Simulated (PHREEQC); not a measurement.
0.15 g of hydrous ferric oxide (600 m²/g; 0.2 weak and 0.005 strong sites per Fe, Dzombak-Morel constants, diffuse double layer) in 1 kg of water with 0.001 mol/kgw of an inert sodium salt and 2.8e-05 mol/kgw CuCl2, at 25 °C; the pH is set by adding NaOH or the inert anion's acid. O2 is buffered at 0.21 atm. The system is closed to CO2. Nothing may precipitate in this run.

Model: ion-association model, wateq4f.dat, run in PHREEQC.

```json
[
 {"pH": "3", "Cu sorbed (%)": "0.0", "surface charge σ (C/m²)": "0.256", "surface potential ψ (mV)": "232"},
 {"pH": "3.5", "Cu sorbed (%)": "0.2", "surface charge σ (C/m²)": "0.179", "surface potential ψ (mV)": "224"},
 {"pH": "4", "Cu sorbed (%)": "1.2", "surface charge σ (C/m²)": "0.121", "surface potential ψ (mV)": "209"},
 {"pH": "4.5", "Cu sorbed (%)": "(withheld)", "surface charge σ (C/m²)": "0.081", "surface potential ψ (mV)": "191"},
 {"pH": "5", "Cu sorbed (%)": "25.8", "surface charge σ (C/m²)": "0.053", "surface potential ψ (mV)": "170"},
 {"pH": "5.5", "Cu sorbed (%)": "59.1", "surface charge σ (C/m²)": "(withheld)", "surface potential ψ (mV)": "149"},
 {"pH": "6", "Cu sorbed (%)": "89.7", "surface charge σ (C/m²)": "0.022", "surface potential ψ (mV)": "126"},
 {"pH": "6.5", "Cu sorbed (%)": "98.4", "surface charge σ (C/m²)": "0.013", "surface potential ψ (mV)": "101"},
 {"pH": "7", "Cu sorbed (%)": "99.6", "surface charge σ (C/m²)": "0.007", "surface potential ψ (mV)": "73"},
 {"pH": "7.5", "Cu sorbed (%)": "99.7", "surface charge σ (C/m²)": "0.004", "surface potential ψ (mV)": "45"},
 {"pH": "8", "Cu sorbed (%)": "99.7", "surface charge σ (C/m²)": "0.001", "surface potential ψ (mV)": "16"},
 {"pH": "8.5", "Cu sorbed (%)": "99.7", "surface charge σ (C/m²)": "-0.001", "surface potential ψ (mV)": "-13"},
 {"pH": "9", "Cu sorbed (%)": "99.7", "surface charge σ (C/m²)": "-0.003", "surface potential ψ (mV)": "(withheld)"},
 {"pH": "9.5", "Cu sorbed (%)": "99.7", "surface charge σ (C/m²)": "(withheld)", "surface potential ψ (mV)": "-70"},
 {"pH": "10", "Cu sorbed (%)": "99.6", "surface charge σ (C/m²)": "-0.013", "surface potential ψ (mV)": "-98"},
 {"pH": "10.5", "Cu sorbed (%)": "99.6", "surface charge σ (C/m²)": "-0.024", "surface potential ψ (mV)": "-124"},
 {"pH": "11", "Cu sorbed (%)": "99.4", "surface charge σ (C/m²)": "-0.047", "surface potential ψ (mV)": "-147"}
]
```

Task: Complete the blanks.

Result: 
- 4.5, Cu sorbed (%): 7.0
- 5.5, surface charge σ (C/m²): 0.035
- 9, surface potential ψ (mV): -42
- 9.5, surface charge σ (C/m²): -0.007

Complexes and solids missing from the database can't appear. The database's constant for dissolved Cu(OH)2 is higher than later reviews accept. The oxide is taken as insoluble; below pH 4 it would dissolve.
